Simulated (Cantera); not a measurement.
A Cantera script and its output.

```python
import numpy as np
import cantera as ct

gas = ct.Solution("gri30.yaml")
gas.TPX = 1575, 85, {'CH4': 1, 'H2': 1.9}
inlet = ct.Reservoir(gas, clone=True)

reactor = ct.IdealGasConstPressureReactor(gas, energy="off", clone=False)
exhaust = ct.Reservoir(gas, clone=True)
tau = [4.8, 2.5, 1.3, 0.69, 0.37, 0.19, 0.1, 0.053, 0.028, 0.015, 0.0077][0]
for a, b in ((inlet, reactor), (reactor, exhaust)):
    ct.MassFlowController(a, b, mdot=lambda t: reactor.mass / tau)
net = ct.ReactorNet([reactor])
show = ['CH4', 'H2', 'C2H4', 'H', 'CH3']

rows = []
print(f"{'tau/s':>10s}{'T/K':>9s}" + "".join(f"{s:>11s}" for s in show))
for tau in [4.8, 2.5, 1.3, 0.69, 0.37, 0.19, 0.1, 0.053, 0.028, 0.015, 0.0077]:
    net.initial_time = 0.0
    net.advance(30 * tau)
    before = gas.X
    net.advance(40 * tau)
    drift = np.max(np.abs(gas.X - before) / (gas.X + 1e-9))
    rows.append([gas.T, *gas[show].X, drift])
    print(f"{tau:10.3e}{gas.T:9.1f}" + "".join(f"{x:11.3e}" for x in gas[show].X))
```

Output:

```
     tau/s      T/K        CH4         H2       C2H4          H        CH3
 4.800e+00   1575.0  2.099e-01  7.381e-01  2.554e-03  3.549e-04  2.019e-03
 2.500e+00   1575.0  2.573e-01  7.082e-01  3.291e-03  3.069e-04  2.225e-03
 1.300e+00   1575.0  3.018e-01  6.804e-01  3.238e-03  2.398e-04  2.121e-03
 6.900e-01   1575.0  3.332e-01  6.613e-01  1.655e-03  1.427e-04  1.440e-03
 3.700e-01   1575.0  3.428e-01  6.560e-01  3.416e-04  6.582e-05  6.924e-04
 1.900e-01   1575.0  3.443e-01  6.553e-01  4.999e-05  3.130e-05  3.315e-04
 1.000e-01   1575.0  3.446e-01  6.552e-01  7.583e-06  1.617e-05  1.711e-04
 5.300e-02   1575.0  3.447e-01  6.552e-01  1.151e-06  8.570e-06  9.024e-05
 2.800e-02   1575.0  3.448e-01  6.552e-01  1.706e-07  4.569e-06  4.759e-05
 1.500e-02   1575.0  3.448e-01  6.552e-01  2.599e-08  2.493e-06  2.545e-05
 7.700e-03   1575.0  3.448e-01  6.552e-01  3.415e-09  1.328e-06  1.302e-05
```

Model: GRI-Mech 3.0 (53 species, 325 reactions), integrated in Cantera. GRI-Mech 3.0 stops at C3 and has no aromatics, soot or wall deposition, so with more carbon than oxygen in the feed, carbon stays in small species such as C2H2 where larger ones or solid carbon would form. Radical loss at walls, strong at low pressure, is not modelled.
